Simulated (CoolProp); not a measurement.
n-butane at 293.15 K and 10.7 MPa flows at 5 m/s in a round tube of 2 mm bore and 1.5 µm roughness, fully developed (64/Re and Nu = 3.66 if laminar; Colebrook and Gnielinski if turbulent). Each further row changes one setting.

The numbers come from the reference Helmholtz-energy equation of state, Bücker 2006 in CoolProp.

```tsv
case	Reynolds number	Darcy friction factor	pressure drop (Pa/m)	heat-transfer coefficient (W/(m² K))	mass flow (kg/h)
as stated	31500	0.0252	93400	10400	33.6
velocity 10 m/s	62900	0.0226	335000	19400	67.2
diameter 4 mm	62900	0.0213	39500	9310	134
```

Viscosity comes from a separate model (Vogel 1999). Thermal conductivity comes from a separate model (Perkins 2002).
